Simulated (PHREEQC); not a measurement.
Make-up at 25 °C: 0.27 mol HF, 0.028 mol NH4HF2 and 0.0011 mol (NH4)2SiF6 per kg of water. Closed to the air; pH follows from the charge balance.

Model: ion-association model, wateq4f.dat, run in PHREEQC.

```json
[
 {"quantity": "pH", "before": "2.24", "after": "3.00"},
 {"quantity": "ionic strength (mol/kgw)", "before": "0.0379", "after": "0.00136"},
 {"quantity": "HF (mol/kgw)", "before": "0.154", "after": "0.00191"},
 {"quantity": "H2F2 (mol/kgw)", "before": "0.0623", "after": "9.51e-6"},
 {"quantity": "F- (mol/kgw)", "before": "0.0217", "after": "0.00132"},
 {"quantity": "HF2- (mol/kgw)", "before": "0.0129", "after": "9.67e-6"},
 {"quantity": "SI of Quartz (SiO2)", "before": "-10.03", "after": "-1.91"}
]
```

Q: Which change was made?
(A) diluted 10-fold with water
(B) temperature from 25 to 85 °C
(C) (NH4)2SiF6 from 0.0011 to 0.00099 mol/kgw
(D) diluted 100-fold with water

A: D, diluted 100-fold with water

No solid was allowed to form. wateq4f.dat counts part of the HF as a dimer, H2F2, which phreeqc.dat doesn't know; its constant is uncertain. SiF6-2 is the database's only silicon fluoride.
